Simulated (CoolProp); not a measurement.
A single-stage vapour-compression cycle with R13: evaporating at 212.15 K (dew point), condensing at 250.15 K (bubble point), superheat 8 K, subcooling 5 K, compressor efficiency 0.6, no pressure losses. Each further row changes one setting.

Values from CoolProp's reference Helmholtz-energy equation of state, Platzer 1990. This equation is an older, rougher fit; its heat capacities, sound speeds and derivatives of the liquid may be far off and weren't checked against measurements.

```csv
case,cooling COP,pressure ratio,discharge temperature (K),refrigerating effect (kJ/kg),volumetric capacity (kJ/m³)
as stated,2.80,3.89,294.9,111,1830
evaporating temperature 217.15 K,3.38,3.16,288.9,113,2270
condensing temperature 245.15 K,3.33,3.34,286.2,116,1920
subcooling 10 K,2.93,3.89,294.9,116,1920
superheat 18 K,2.79,3.89,306.4,117,1820
compressor efficiency 0.5,2.33,3.89,306.0,111,1830
```
